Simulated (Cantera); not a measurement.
A closed system holds: 1 mol SiH₂Cl₂, a varied amount of H₂, equilibrated at 1325 K and 43.0 mbar.

Equilibrium computed with Cantera from the NASA thermochemical tables; the gas is ideal and each condensed phase is pure. Candidate condensed phases: Si; 19 gas species. The tables' values for SiCl₃ are old estimates; treat these amounts as uncertain. Kinetics and transport are ignored.

log p: log10 of the partial pressure in bar; n: condensed amount in mol.

```tsv
n(H₂) (mol)	log p H₂	log p HCl	log p SiCl₂	log p SiCl₃	log p SiHCl₃	log p SiCl₄	log p SiH₂Cl₂	n Si(s)
54	-1.38	-2.89	…	-5.21	-5.51	-5.73	-6.13	0.843
73	-1.38	-3.00	…	-5.54	-5.84	-6.17	-6.35	0.877
100	-1.37	-3.12	…	-5.90	-6.19	-6.65	-6.58	0.905
140	-1.37	-3.25	…	-6.30	-6.59	-7.18	-6.85	0.929
190	-1.37	-3.37	…	-6.67	-6.96	-7.67	-7.09	0.946
260	-1.37	-3.50	…	-7.06	-7.35	-8.19	-7.35	0.960
350	-1.37	-3.63	…	-7.43	-7.72	-8.69	-7.60	0.970
480	-1.37	-3.76	…	-7.83	-8.12	-9.22	-7.86	0.978
650	-1.37	-3.89	…	-8.22	-8.51	-9.73	-8.12	0.983
890	-1.37	-4.02	…	-8.62	-8.91	-10.27	-8.39	0.988
1200	-1.37	-4.15	…	-9.01	-9.29	-10.78	-8.65	0.991
```

Problem. What belongs in the gaps?

Solution. 
- 54, log p SiCl₂: -3.97
- 73, log p SiCl₂: -4.19
- 100, log p SiCl₂: -4.42
- 140, log p SiCl₂: -4.69
- 190, log p SiCl₂: -4.94
- 260, log p SiCl₂: -5.20
- 350, log p SiCl₂: -5.44
- 480, log p SiCl₂: -5.71
- 650, log p SiCl₂: -5.97
- 890, log p SiCl₂: -6.24
- 1200, log p SiCl₂: -6.49
